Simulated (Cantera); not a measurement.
Input: 1 mol BN, 3.1 mol NF3, a varied amount of H2, equilibrated at 800 °C and 0.00220 bar.

Cantera equilibrium calculation (NASA polynomials, part measured and part estimated; ideal gas, pure solids and liquids). Candidate condensed phases: B, BN; 31 gas species. Equilibrium is a limit: real reactors are often held back by kinetics, nucleation or transport.

log p: log10 of the partial pressure in bar; nothing condenses.

| n(H2) (mol) | log p HF | log p H2 | log p F | log p N2 | log p BF3 | log p F2 | log p BHF2 |
|---|---|---|---|---|---|---|---|
| 1.6 | -3.12 | <-14 | -3.15 | -3.31 | -3.63 | -4.87 | <-14 |
| 2.2 | -2.98 | <-14 | -3.36 | -3.32 | -3.63 | -5.29 | <-14 |
| 3 | -2.85 | <-14 | -4.15 | -3.32 | -3.63 | -6.88 | <-14 |
| 4.1 | -2.87 | -3.69 | <-14 | -3.36 | -3.67 | <-14 | ___ |
| 5.5 | -2.93 | -3.35 | <-14 | -3.41 | -3.73 | <-14 | ___ |
| 7.5 | -2.99 | -3.16 | <-14 | -3.48 | -3.79 | <-14 | ___ |
| 10 | -3.07 | -3.03 | <-14 | -3.56 | -3.87 | <-14 | ___ |

Some entries are withheld; supply them.


- 4.1, log p BHF2: -9.31
- 5.5, log p BHF2: -8.97
- 7.5, log p BHF2: -8.77
- 10, log p BHF2: -8.65
